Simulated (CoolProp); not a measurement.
Properties of CH3F (R41) along the isobar 0.101 MPa.

The numbers come from the reference Helmholtz-energy equation of state, Lemmon 2006 in CoolProp. It is a short technical equation, of lower accuracy than the large ones.

| T (K) | phase | Z | cp (kJ/(kg K)) | cv (kJ/(kg K)) | speed of sound (m/s) | expansivity (1/kK) |
|---|---|---|---|---|---|---|
| 285.4 | gas | 0.9904 | 1.102 | 0.8465 | 298.4 | 3.620 |
| 295.4 | gas | 0.9914 | 1.114 | 0.8600 | … | 3.484 |
| 305.4 | gas | 0.9923 | 1.128 | 0.8748 | 307.8 | 3.359 |
| 315.3 | gas | 0.9931 | 1.143 | 0.8907 | 312.2 | 3.245 |
| 325.3 | gas | 0.9938 | 1.159 | 0.9077 | 316.6 | 3.138 |
| 335.3 | gas | 0.9944 | 1.176 | 0.9256 | … | 3.038 |
| 345.2 | gas | 0.9949 | … | 0.9440 | 324.9 | 2.946 |
| 355.2 | gas | 0.9954 | 1.213 | 0.9633 | 329.0 | 2.859 |
| 365.2 | gas | 0.9958 | 1.232 | … | 333.0 | 2.777 |
| 375.1 | gas | 0.9961 | 1.252 | 1.003 | 336.9 | 2.701 |
| 385.1 | gas | 0.9965 | 1.272 | 1.024 | … | 2.628 |
| 395.1 | gas | 0.9968 | 1.293 | 1.044 | 344.5 | 2.559 |
| 405.1 | gas | 0.9970 | 1.313 | 1.065 | 348.2 | 2.494 |
| 415 | gas | 0.9973 | 1.334 | 1.086 | 351.9 | 2.433 |
| 425 | gas | 0.9975 | 1.355 | … | 355.5 | 2.374 |

Task: Fill in the missing entries.

Result: 
- 295.4, speed of sound (m/s): 303.2
- 335.3, speed of sound (m/s): 320.8
- 345.2, cp (kJ/(kg K)): 1.194
- 365.2, cv (kJ/(kg K)): 0.9831
- 385.1, speed of sound (m/s): 340.7
- 425, cv (kJ/(kg K)): 1.107
